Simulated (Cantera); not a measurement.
# Pyrogenic steam for wet oxidation

An isothermal, constant-pressure homogeneous reactor starts with 37.2 % H2, 23.3 % O2, 39.5 % N2, equivalence ratio 0.80, at 1125 K and 0.365 atm.

Cantera simulation using the H2/O2 subset of GRI-Mech 3.0, which has no nitrogen chemistry; the numbers are that mechanism's predictions, not measurements. The temperature is held fixed by assumption; the heat of reaction is taken as removed at once.

| t (s) | x H2 | x O2 | x O | x H2O2 | x H |
|---|---|---|---|---|---|
| 0.000700 | 0.00245 | 0.0581 | 0.000131 | 5.77e-6 | 0.000139 |
| 0.00178 | 0.000656 | 0.0574 | 2.00e-5 | 2.28e-6 | 1.22e-5 |
| 0.00452 | 0.000165 | 0.0572 | 3.49e-6 | 6.52e-7 | 1.36e-6 |
| 0.0115 | 2.96e-5 | 0.0571 | 7.10e-7 | 1.87e-7 | 1.32e-7 |
| 0.0292 | 2.93e-6 | 0.0571 | 1.93e-7 | 6.63e-8 | 9.32e-9 |
| 0.0742 | 2.53e-7 | 0.0571 | 6.63e-8 | 2.52e-8 | 8.99e-10 |
| 0.189 | 6.65e-8 | 0.0571 | 2.48e-8 | 9.84e-9 | 1.85e-10 |
| 0.479 | 2.53e-8 | 0.0571 | 9.70e-9 | 3.96e-9 | 4.64e-11 |
| 1.22 | 1.17e-8 | 0.0571 | 4.10e-9 | 1.71e-9 | 1.44e-11 |
| 3.10 | 8.07e-9 | 0.0571 | 2.20e-9 | 9.33e-10 | 7.44e-12 |
| 7.87 | 7.64e-9 | 0.0571 | 1.84e-9 | 7.83e-10 | 6.45e-12 |
| 20.0 | 7.63e-9 | 0.0571 | 1.83e-9 | 7.79e-10 | 6.42e-12 |
x: mole fraction; the columns are a selection and need not sum to one.

Equilibrium at this temperature and pressure: H2 7.63e-9, O2 0.0571, O 1.83e-9, H2O2 7.79e-10, H 6.42e-12 (gas phase only).
